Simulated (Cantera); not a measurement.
An isothermal, constant-pressure homogeneous reactor starts with 9.09 % CH4, 90.9 % N2, at 1950 K and 645 Torr.

Computed with Cantera and GRI-Mech 3.0 (53 species, 325 reactions). GRI-Mech 3.0 stops at C3 and has no aromatics, soot or wall deposition, so with more carbon than oxygen in the feed, carbon stays in small species such as C2H2 where larger ones or solid carbon would form.

Q: Predict: x(CH4) at 2.00 s; x(CH2) at 2.00 s; x(H2) at 2.00 s; x(HCN) at 2.00 s; x(C2H) at 2.00 s.

A: 
```json
{
  "x(CH4) at 2.00 s": "0.000155 (gas-phase equilibrium 8.08e-5)",
  "x(CH2) at 2.00 s": "4.81e-8 (gas-phase equilibrium 2.50e-8)",
  "x(H2) at 2.00 s": "0.124 (gas-phase equilibrium 0.125)",
  "x(HCN) at 2.00 s": "0.000165 (gas-phase equilibrium 0.0619)",
  "x(C2H) at 2.00 s": "2.30e-6 (gas-phase equilibrium 5.90e-7)"
}
```
